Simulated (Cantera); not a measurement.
## Ignition delay

Mixture: H₂ : O₂ : N₂ = 1 : 0.081 : 0.989 (molar parts), at 10.0 bar, adiabatic and at constant volume. Ignition delay is the time to a rise of 400 K.

Model: GRI-Mech 3.0 (53 species, 325 reactions), integrated in Cantera. The hydrogen kinetics of GRI-Mech 3.0 are dated; newer H2 mechanisms differ, most at raised pressure. Where the delays flatten at high temperature, the 400 K rule measures the pace of heat release, not the induction time.

```json
[
 {"T0 (K)": "1025", "delay (ms)": "3.72"},
 {"T0 (K)": "1125", "delay (ms)": "0.423"},
 {"T0 (K)": "1225", "delay (ms)": "0.0434"},
 {"T0 (K)": "1325", "delay (ms)": "0.0108"},
 {"T0 (K)": "1425", "delay (ms)": "0.00582"},
 {"T0 (K)": "1525", "delay (ms)": "0.00406"},
 {"T0 (K)": "1625", "delay (ms)": "0.00327"},
 {"T0 (K)": "1725", "delay (ms)": "0.00293"}
]
```
